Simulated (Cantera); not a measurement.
A perfectly stirred reactor is fed with CH₄ : N₂ = 0.17 : 1.6 (molar parts), at 1.00 bar; it is held at 1375 K, and followed from long to short residence time.

Model: GRI-Mech 3.0 (53 species, 325 reactions), integrated in Cantera. GRI-Mech 3.0 stops at C3 and has no aromatics, soot or wall deposition, so with more carbon than oxygen in the feed, carbon stays in small species such as C2H2 where larger ones or solid carbon would form.

One state of this run: x CH₄ = 0.0861; x CH₃ = 1.72e-5; x C₂H₆ = 0.000102; x C₂H = 3.24e-11; x C₂H₄ = 0.000548; x H = 1.33e-7; x HCN = 2.00e-11. x: mole fraction; the columns are a selection and need not sum to one.

Question: Which value of τ (s) does it belong to?
(A) 0.017
(B) 0.19
(C) 0.057
(D) 2.1

Answer: D, 2.1
